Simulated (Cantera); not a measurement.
Cantera with NASA thermochemical tables; ideal gases at 1 bar, condensed phases pure. Values are per mole of reaction as written; species without (g) are pure solids or liquids, kept so even where they would boil at 1 bar. TaC: taken at fixed stoichiometry.

TaO₂(g) + 3 CH₄(g) ⇌ 12 H(g) + 2 CO(g) + TaC

```json
[
 {"T (K)": "1825", "ΔH° (kJ)": "…", "ΔS° (J/K)": "…", "ΔG° (kJ)": "…", "log10 K": "…"},
 {"T (K)": "1900", "ΔH° (kJ)": "2822.1", "ΔS° (J/K)": "1194.3", "ΔG° (kJ)": "553.0", "log10 K": "-15.20"},
 {"T (K)": "1975", "ΔH° (kJ)": "…", "ΔS° (J/K)": "…", "ΔG° (kJ)": "…", "log10 K": "…"},
 {"T (K)": "2050", "ΔH° (kJ)": "…", "ΔS° (J/K)": "…", "ΔG° (kJ)": "…", "log10 K": "…"},
 {"T (K)": "2125", "ΔH° (kJ)": "2826.8", "ΔS° (J/K)": "1196.6", "ΔG° (kJ)": "284.0", "log10 K": "-6.98"},
 {"T (K)": "2200", "ΔH° (kJ)": "2828.0", "ΔS° (J/K)": "1197.2", "ΔG° (kJ)": "194.2", "log10 K": "-4.61"}
]
```

Fill in the missing entries.


- 1825, ΔH° (kJ): 2820.0
- 1825, ΔS° (J/K): 1193.2
- 1825, ΔG° (kJ): 642.5
- 1825, log10 K: -18.39
- 1975, ΔH° (kJ): 2823.9
- 1975, ΔS° (J/K): 1195.2
- 1975, ΔG° (kJ): 463.4
- 1975, log10 K: -12.26
- 2050, ΔH° (kJ): 2825.5
- 2050, ΔS° (J/K): 1196.0
- 2050, ΔG° (kJ): 373.7
- 2050, log10 K: -9.52
